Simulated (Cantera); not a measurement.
A freely propagating, adiabatic, planar premixed flame of H₂ : O₂ : N₂ = 1 : 0.357 : 1.34 (molar parts), equivalence ratio 1.4, unburnt at 700 K and 1.10 bar; mixture-averaged transport, grid criteria slope 0.08 and curve 0.16, no radiation.

Computed with Cantera and the H2/O2 subset of GRI-Mech 3.0, which has no nitrogen chemistry. Burning velocities carry a grid error of a few per cent, more on coarse grids.

Q: What does this change do: inlet temperature 700 to 675 K?

A: 
```
quantity                     before      after
------------------------  ---------  ---------
laminar burning velocity  1170 cm/s  1090 cm/s
thermal thickness          0.432 mm   0.425 mm
peak x(H)                    0.0926     0.0910
peak x(HO₂)                0.000229   0.000245
peak x(O)                   0.00965    0.00942
```

Q: What does this change do: inlet temperature 700 to 450 K?

A: 
```
quantity                     before     after
------------------------  ---------  --------
laminar burning velocity  1170 cm/s  557 cm/s
thermal thickness          0.432 mm  0.356 mm
peak x(H)                    0.0926    0.0767
peak x(HO₂)                0.000229  0.000434
peak x(O)                   0.00965   0.00727
```
